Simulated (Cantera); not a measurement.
An isothermal, constant-pressure homogeneous reactor starts with C₂H₄ : H₂ = 1 : 4.9 (molar parts), at 1725 K and 0.132 atm.

Computed with Cantera and GRI-Mech 3.0 (53 species, 325 reactions). GRI-Mech 3.0 was tuned for natural gas; its chemistry of ethylene as a main component is partial and can be far from experiment. GRI-Mech 3.0 stops at C3 and has no aromatics, soot or wall deposition, so with more carbon than oxygen in the feed, carbon stays in small species such as C2H2 where larger ones or solid carbon would form.

x: mole fraction; the columns are a selection and need not sum to one.

| t (s) | x C₂H₄ | x H₂ | x CH₄ | x H | x CH₃ |
|---|---|---|---|---|---|
| 7.00e-5 | 0.168 | 0.831 | 3.72e-8 | 4.66e-6 | (withheld) |
| 0.000229 | 0.164 | 0.831 | 7.87e-7 | 1.53e-5 | (withheld) |
| 0.000749 | 0.147 | 0.834 | 1.30e-5 | 4.45e-5 | (withheld) |
| 0.00245 | 0.0936 | 0.841 | 9.09e-5 | 7.20e-5 | (withheld) |
| 0.00801 | 0.0175 | 0.852 | 0.000229 | 0.000119 | (withheld) |
| 0.0262 | 0.000656 | 0.854 | 0.000298 | 0.000460 | (withheld) |
| 0.0857 | 0.000654 | 0.854 | 0.000462 | 0.000477 | (withheld) |
| 0.280 | 0.000653 | 0.854 | 0.000985 | 0.000476 | (withheld) |
| 0.917 | 0.000650 | 0.853 | 0.00241 | 0.000475 | (withheld) |
| 3.00 | 0.000648 | 0.852 | 0.00396 | 0.000473 | (withheld) |

Problem. What belongs in the gaps?

Solution. 
- 7.00e-5, x CH₃: 6.95e-9
- 0.000229, x CH₃: 4.46e-8
- 0.000749, x CH₃: 2.04e-7
- 0.00245, x CH₃: 3.88e-7
- 0.00801, x CH₃: 7.24e-7
- 0.0262, x CH₃: 3.26e-6
- 0.0857, x CH₃: 5.23e-6
- 0.280, x CH₃: 1.11e-5
- 0.917, x CH₃: 2.72e-5
- 3.00, x CH₃: 4.46e-5
